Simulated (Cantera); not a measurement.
Input: 1 mol FeS, 0.89 mol H2, 1.8 mol N2, at 1925 K and 77.0 Pa.

Method: chemical equilibrium by Gibbs-energy minimisation in Cantera with the NASA 1993 tables (ideal gas, pure condensed phases). Candidate condensed phases: Fe, FeS, FeS2, S; 16 gas species. The numbers say what is thermodynamically allowed, not how fast it happens.

Base state: N2 0.443, H2 0.205, Fe 0.197, S2 0.107, S 0.0225, H 0.0156, SH 0.00890, H2S 0.00136 (mole fractions); condensed: Fe(l).

### Question
What changes in the equilibrium state with this change: FeS replaced by ZrO2?

### Answer
```csv
species,before,after
N2,0.443,0.663
H2,0.205,0.318
H,0.0156,0.0194
Fe,0.197,0
S2,0.107,0
S,0.0225,0
SH,0.00890,0
H2S,0.00136,0
"Fe(l), mol",0.199,0
"ZrO2(tetragonal), mol",0,1.000
```
Further candidate phases: H2O, Zr, ZrN, ZrO2.

### Question
What changes in the equilibrium state with this change: FeS replaced by V2O5?

### Answer
```tsv
species	before	after
N2	0.443	0.451
VO2	0	0.236
H2O	0	0.213
H2	0.205	0.00442
Fe	0.197	0
S2	0.107	0
O2	0	0.0775
S	0.0225	0
H	0.0156	0.00229
OH	0	0.00955
SH	0.00890	0
O	0	0.00369
Fe(l), mol	0.199	0
V2O3(s), mol	0	0.530
```
Condensed phases not in the tables: the oxides between V2O3 and V2O5 other than VO2. Further candidate phases: H2O, V, VN, VO, V2O3, V2O4, V2O5.
